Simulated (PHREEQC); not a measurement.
A column of 0.5 m (30 cells, dispersivity 0.018 m, 300 s a shift, diffusion coefficient 3e-10 m²/s) holds 0.038 eq of the database's cation exchanger X per kg of pore water, first in equilibrium with 0.0038 mol CaCl2, 0.0011 mol MgSO4 and 1e-05 mol HCl per kg of water. It is flushed with 0.018 mol Na2SO4, 0.0057 mol ZnSO4 and 1e-05 mol HCl per kg of water, at 15 °C. Values are for the last cell. CO2 from the air is kept out. No solid was allowed to form.

The numbers come from PHREEQC with the ion-association model, phreeqc.dat.

| pore volumes | Na in solution (mol/kgw) | Zn in solution (mol/kgw) | Cl in solution (mol/kgw) |
|---|---|---|---|
| 0 | 0 | 0 | 0.00761 |
| 0.4167 | 9.00e-7 | 0 | 0.00761 |
| 0.8167 | 0.00363 | … | 0.00558 |
| 1.217 | 0.0202 | 8.68e-6 | 0.00148 |
| 1.617 | … | 9.68e-5 | … |
| 2.017 | 0.0344 | 0.000342 | 2.96e-5 |
| 2.417 | 0.0355 | 0.000828 | 1.16e-5 |
| 2.817 | 0.0359 | 0.00156 | 1.01e-5 |
| 3.217 | 0.0360 | 0.00242 | 1.00e-5 |
| 3.617 | 0.0360 | 0.00324 | 1.00e-5 |
| 4.017 | 0.0360 | 0.00394 | 1.00e-5 |

Task: What belongs in the gaps?

Result: 
- 0.8167, Zn in solution (mol/kgw): 3.44e-9
- 1.617, Na in solution (mol/kgw): 0.0307
- 1.617, Cl in solution (mol/kgw): 0.000209
